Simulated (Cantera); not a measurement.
Input (Python, Cantera) and output of one run.

```python
import numpy as np
import cantera as ct

gas_names = """
    C CO CO2 C2 C2O C3 C3O2 C4 C5 Mg MgO Mg2 O O2 O3
""".split()
cond_names = """
    C(gr) Mg(cr) Mg(L) MgCO3(s) MgO(s) MgO(L)
""".split()


# ... load() reads the species with a 1 bar reference pressure and builds the phases ...
atoms = {
    'MgCO3': {'Mg': 1, 'C': 1, 'O': 3},
    'O2': {'O': 2},
}
top_T = {'C(gr)': 4500}  # K; cautious upper limits of use, not melting points


# ... equilibrate(T, P, feed) seeds the gas with the atoms and calls Mixture.equilibrate('TP', solver="vcs", rtol=1e-11, max_steps=5000) ...
results = []
feed = {'MgCO3': 1, 'O2': 0.21}  # mol
P = 1200000  # Pa
for T in [648, 748, 848, 948, 1048, 1148, 1248, 1348, 1448, 1548, 1648, 1748]:
    mix = equilibrate(T, P, feed)
    results.append((T, P, feed, dict(zip(mix.species_names, mix.species_moles))))
    x = sorted(zip(gas.X, gas.species_names), reverse=True)
    print(f"T = {T:g} K  P = {P:g} Pa  gas = {mix.phase_moles(0):.4g} mol")
    print("   x: " + "  ".join(f"{s} {v:.3e}" for v, s in x if v > 1e-06))
    print("   condensed (mol): " + ("  ".join(f"{mix.phase(i).name} {mix.phase_moles(i):.4g}"
          for i in range(1, mix.n_phases) if mix.phase_moles(i) > 1e-12) or "none"))
```

Result:

```
T = 648 K  P = 1.2e+06 Pa  gas = 0.2178 mol
   x: O2 9.642e-01  CO2 3.579e-02
   condensed (mol): MgCO3(s) 0.9922  MgO(s) 0.007794
T = 748 K  P = 1.2e+06 Pa  gas = 0.5133 mol
   x: CO2 5.909e-01  O2 4.091e-01
   condensed (mol): MgCO3(s) 0.6967  MgO(s) 0.3033
T = 848 K  P = 1.2e+06 Pa  gas = 1.21 mol
   x: CO2 8.264e-01  O2 1.736e-01
   condensed (mol): MgO(s) 1
T = 948 K  P = 1.2e+06 Pa  gas = 1.21 mol
   x: CO2 8.264e-01  O2 1.736e-01
   condensed (mol): MgO(s) 1
T = 1048 K  P = 1.2e+06 Pa  gas = 1.21 mol
   x: CO2 8.264e-01  O2 1.736e-01
   condensed (mol): MgO(s) 1
T = 1148 K  P = 1.2e+06 Pa  gas = 1.21 mol
   x: CO2 8.264e-01  O2 1.736e-01
   condensed (mol): MgO(s) 1
T = 1248 K  P = 1.2e+06 Pa  gas = 1.21 mol
   x: CO2 8.264e-01  O2 1.736e-01
   condensed (mol): MgO(s) 1
T = 1348 K  P = 1.2e+06 Pa  gas = 1.21 mol
   x: CO2 8.264e-01  O2 1.736e-01
   condensed (mol): MgO(s) 1
T = 1448 K  P = 1.2e+06 Pa  gas = 1.21 mol
   x: CO2 8.264e-01  O2 1.736e-01  CO 1.250e-06
   condensed (mol): MgO(s) 1
T = 1548 K  P = 1.2e+06 Pa  gas = 1.21 mol
   x: CO2 8.264e-01  O2 1.736e-01  CO 5.628e-06
   condensed (mol): MgO(s) 1
T = 1648 K  P = 1.2e+06 Pa  gas = 1.21 mol
   x: CO2 8.264e-01  O2 1.736e-01  CO 2.107e-05  O 3.045e-06
   condensed (mol): MgO(s) 1
T = 1748 K  P = 1.2e+06 Pa  gas = 1.21 mol
   x: CO2 8.263e-01  O2 1.736e-01  CO 6.765e-05  O 8.818e-06
   condensed (mol): MgO(s) 1
```

Method: chemical equilibrium by Gibbs-energy minimisation in Cantera with the NASA 1993 tables (ideal gas, pure condensed phases).
